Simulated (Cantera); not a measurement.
A closed system holds: 1 mol Pb, 0.15 mol O2, 260 mol N2, held at 1052 °C and 0.180 bar.

These are equilibrium values from Cantera (NASA tables, ideal gas, pure condensed phases), not measurements of a reactor. Candidate condensed phases: Pb, PbO, PbO2, Pb3O4; 12 gas species. Gases not in the tables: (PbO)n polymers. The numbers say what is thermodynamically allowed, not how fast it happens.

Base state: N2 0.996, Pb 0.00269, PbO 0.00114 (mole fractions); condensed: gas only.

Q: What changes in the equilibrium state with this change: pressure from 0.180 bar to 1 atm?

A: 
```json
[
 {"species": "N2", "before": "0.996", "after": "0.997"},
 {"species": "Pb", "before": "0.00269", "after": "0.00268"},
 {"species": "PbO", "before": "0.00114", "after": "0.000681"},
 {"species": "PbO(l), mol", "before": "0", "after": "0.122"}
]
```

Q: What changes in the equilibrium state with this change: temperature from 1052 °C to 600 °C?

A: 
| species | before | after |
|---|---|---|
| N2 | 0.996 | 1.000 |
| Pb | 0.00269 | 3.55e-6 |
| PbO | 0.00114 | 1.32e-8 |
| Pb(l), mol | 0 | 0.699 |
| PbO(yellow), mol | 0 | 0.300 |
